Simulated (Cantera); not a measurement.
Cantera run:

```python
import numpy as np
import cantera as ct

gas_names = [...]  # 110 gases of nasa_gas.yaml made of C, H, O
cond_names = """
    C(gr) C6H6(L) C7H8(L) C8H18(L),n-octa H2O(s) H2O(L)
""".split()


# ... load() reads the species with a 1 bar reference pressure and builds the phases ...
atoms = {
    'CO': {'C': 1, 'O': 1},
    'H2': {'H': 2},
}
top_T = {'C(gr)': 4500}  # K; cautious upper limits of use, not melting points


# ... equilibrate(T, P, feed) seeds the gas with the atoms and calls Mixture.equilibrate('TP', solver="vcs", rtol=1e-11, max_steps=5000) ...
results = []
feed = {'CO': 1, 'H2': 0.35}  # mol
T = 2498  # K
P = 1000  # Pa
mix = equilibrate(T, P, feed)
results.append((T, P, feed, dict(zip(mix.species_names, mix.species_moles))))
print(gas.report(threshold=1e-05))
for i in range(1, mix.n_phases):
    print(f"{mix.phase(i).name:16s} {mix.phase_moles(i):12.5e} mol")
```

Output:

```
       temperature   2498 K
          pressure   1000 Pa
           density   0.00096841 kg/m^3
  mean mol. weight   20.113 kg/kmol
   phase of matter   gas

                          1 kg             1 kmol
                     ---------------   ---------------
          enthalpy        8.5507e+05        1.7198e+07  J
   internal energy       -1.7755e+05       -3.5712e+06  J
           entropy             14250        2.8661e+05  J/K
    Gibbs function       -3.4741e+07       -6.9875e+08  J
 heat capacity c_p            1736.9             34935  J/K
 heat capacity c_v            1323.5             26620  J/K

                      mass frac. Y      mole frac. X     chem. pot. / RT
                     ---------------   ---------------   ---------------
                CO           0.97542           0.70043           -38.766
                 H         0.0054545           0.10884           -13.237
                H2          0.019117           0.19073           -26.474
     [ +107 minor]        5.1942e-06        4.1538e-06

C(gr)             0.00000e+00 mol
```

Equilibrium computed with Cantera from the NASA thermochemical tables; the gas is ideal and each condensed phase is pure.
